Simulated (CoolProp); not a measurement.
Values from CoolProp's reference Helmholtz-energy equation of state, Fiedler 2023.

Q: Give the vapour pressure (kPa), liquid density (kg/m³), vapour density (kg/m³), liquid cp (kJ/(kg K)) of saturated tetrahydrofuran at 65.95 °C.

A: 
```csv
T (°C),p (kPa),liquid density (kg/m³),vapour density (kg/m³),liquid cp (kJ/(kg K))
65.95,101,836,2.67,1.88
```
